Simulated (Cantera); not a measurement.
Feed: 1 mol Ta2O5, 0.48 mol C, 1.5 mol H2, held at 650 °C and 290000 Pa.

Equilibrium computed with Cantera from the NASA thermochemical tables; the gas is ideal and each condensed phase is pure. Candidate condensed phases: C, C6H6, C7H8, C8H18, H2O, Ta, TaC, Ta2O5; 113 gas species. The numbers say what is thermodynamically allowed, not how fast it happens.

Q: What is the equilibrium state?

A: 
| Property | Value |
|---|---|
| x(H2) | 0.684 |
| x(CH4) | 0.315 |
| x(H2O) | 4.26e-5 |
| x(CO) | 1.39e-5 |
| x(C2H6) | 1.24e-5 |
| n(C(graphite)) | 0.120 mol |
| n(Ta2O5(s)) | 1.000 mol |
| gas amount | 1.140 mol |
| log10 activity of Ta(s) (absent) | -7.98 |
